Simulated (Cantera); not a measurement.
Charge: 1 mol Ta2O5, 3.1 mol H2, 3.2 mol H2O, equilibrated at 1998.15 K and 0.100 bar.

Cantera equilibrium calculation (NASA polynomials, part measured and part estimated; ideal gas, pure solids and liquids). Candidate condensed phases: H2O, Ta, Ta2O5; 12 gas species. The numbers say what is thermodynamically allowed, not how fast it happens.

Task: What is the equilibrium state?

Result: 
```
Property                             Result
--------------------------------  ---------
x(H2O)                                0.507
x(H2)                                 0.490
x(H)                                0.00355
x(OH)                              0.000366
x(O)                                1.94e-6
n(Ta2O5(s))                       1.000 mol
gas amount                        6.312 mol
log10 activity of Ta(s) (absent)      -6.89
```
